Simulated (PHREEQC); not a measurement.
1 kg of water holding 0.0064 mol/kgw Na2B4O7 and 0.23 mol/kgw Na2CO3 is evaporated at 25 °C; the solids stay in contact with the brine. CO2 is held at log p = -3.4 (atm). The run lets Nahcolite, Natron, Trona, Borax, Boric_acid,s, NaBO2:4H2O, NaB5O8:5H2O precipitate or redissolve, and no other solid.

Equilibrium calculation in PHREEQC: Pitzer model, pitzer.dat.

**Question.** Predict ionic strength, B in solution (mol/kgw), Na in solution (mol/kgw) at water left (kg) = 0.253, 0.1155.

**Answer.** 
| water left (kg) | ionic strength | B in solution (mol/kgw) | Na in solution (mol/kgw) |
|---|---|---|---|
| 0.253 | 2.65 | 0.101 | 1.87 |
| 0.1155 | 5.88 | 0.222 | 4.09 |
